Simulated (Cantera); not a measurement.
Cantera run:

```python
import numpy as np
import cantera as ct

gas_names = [...]  # 116 gases of nasa_gas.yaml made of C, H, Mg, O
cond_names = """
    C(gr) C6H6(L) C7H8(L) C8H18(L),n-octa H2O(s) H2O(L) Mg(cr) Mg(L) MgCO3(s) MgO(s) MgO(L) MgO2H2(s)
""".split()


# ... load() reads the species with a 1 bar reference pressure and builds the phases ...
atoms = {
    'MgCO3': {'Mg': 1, 'C': 1, 'O': 3},
    'H2': {'H': 2},
    'O2': {'O': 2},
}
top_T = {'C(gr)': 4500}  # K; cautious upper limits of use, not melting points


# ... equilibrate(T, P, feed) seeds the gas with the atoms and calls Mixture.equilibrate('TP', solver="vcs", rtol=1e-11, max_steps=5000) ...
results = []
feed = {'MgCO3': 1, 'H2': 0.19, 'O2': 0.057}  # mol
P = 130000  # Pa
for T in [923, 1023, 1123, 1223, 1323, 1423, 1523, 1623, 1723, 1823, 1923, 2023, 2123]:
    mix = equilibrate(T, P, feed)
    results.append((T, P, feed, dict(zip(mix.species_names, mix.species_moles))))
    x = sorted(zip(gas.X, gas.species_names), reverse=True)
    print(f"T = {T:g} K  P = {P:g} Pa  gas = {mix.phase_moles(0):.4g} mol")
    print("   x: " + "  ".join(f"{s} {v:.3e}" for v, s in x if v > 1e-05))
    print("   condensed (mol): " + ("  ".join(f"{mix.phase(i).name} {mix.phase_moles(i):.4g}"
          for i in range(1, mix.n_phases) if mix.phase_moles(i) > 1e-12) or "none"))
```

Result:

```
T = 923 K  P = 130000 Pa  gas = 1.19 mol
   x: CO2 7.936e-01  H2O 1.425e-01  CO 4.672e-02  H2 1.714e-02
   condensed (mol): MgO(s) 1
T = 1023 K  P = 130000 Pa  gas = 1.19 mol
   x: CO2 7.890e-01  H2O 1.471e-01  CO 5.135e-02  H2 1.252e-02
   condensed (mol): MgO(s) 1
T = 1123 K  P = 130000 Pa  gas = 1.19 mol
   x: CO2 7.860e-01  H2O 1.502e-01  CO 5.436e-02  H2 9.503e-03
   condensed (mol): MgO(s) 1
T = 1223 K  P = 130000 Pa  gas = 1.19 mol
   x: CO2 7.840e-01  H2O 1.522e-01  CO 5.637e-02  H2 7.492e-03
   condensed (mol): MgO(s) 1
T = 1323 K  P = 130000 Pa  gas = 1.19 mol
   x: CO2 7.826e-01  H2O 1.536e-01  CO 5.776e-02  H2 6.108e-03
   condensed (mol): MgO(s) 1
T = 1423 K  P = 130000 Pa  gas = 1.19 mol
   x: CO2 7.816e-01  H2O 1.545e-01  CO 5.874e-02  H2 5.125e-03
   condensed (mol): MgO(s) 1
T = 1523 K  P = 130000 Pa  gas = 1.19 mol
   x: CO2 7.809e-01  H2O 1.553e-01  CO 5.946e-02  H2 4.405e-03
   condensed (mol): MgO(s) 1
T = 1623 K  P = 130000 Pa  gas = 1.19 mol
   x: CO2 7.803e-01  H2O 1.558e-01  CO 6.000e-02  H2 3.864e-03
   condensed (mol): MgO(s) 1
T = 1723 K  P = 130000 Pa  gas = 1.19 mol
   x: CO2 7.799e-01  H2O 1.562e-01  CO 6.043e-02  H2 3.447e-03  OH 2.333e-05
   condensed (mol): MgO(s) 1
T = 1823 K  P = 130000 Pa  gas = 1.19 mol
   x: CO2 7.795e-01  H2O 1.565e-01  CO 6.079e-02  H2 3.120e-03  OH 7.408e-05  H 2.123e-05
   condensed (mol): MgO(s) 1
T = 1923 K  P = 130000 Pa  gas = 1.19 mol
   x: CO2 7.790e-01  H2O 1.566e-01  CO 6.119e-02  H2 2.863e-03  OH 2.082e-04  O2 5.713e-05  H 4.421e-05
   condensed (mol): MgO(s) 1
T = 2023 K  P = 130000 Pa  gas = 1.191 mol
   x: CO2 7.778e-01  H2O 1.566e-01  CO 6.200e-02  H2 2.674e-03  OH 5.253e-04  O2 3.096e-04  H 8.613e-05  O 1.229e-05
   condensed (mol): MgO(s) 1
T = 2123 K  P = 130000 Pa  gas = 1.192 mol
   x: CO2 7.742e-01  H2O 1.561e-01  CO 6.441e-02  H2 2.586e-03  O2 1.345e-03  OH 1.194e-03  H 1.600e-04  O 5.240e-05  MgO2H2 1.549e-05
   condensed (mol): MgO(s) 1
```

Cantera equilibrium calculation (NASA polynomials, part measured and part estimated; ideal gas, pure solids and liquids).
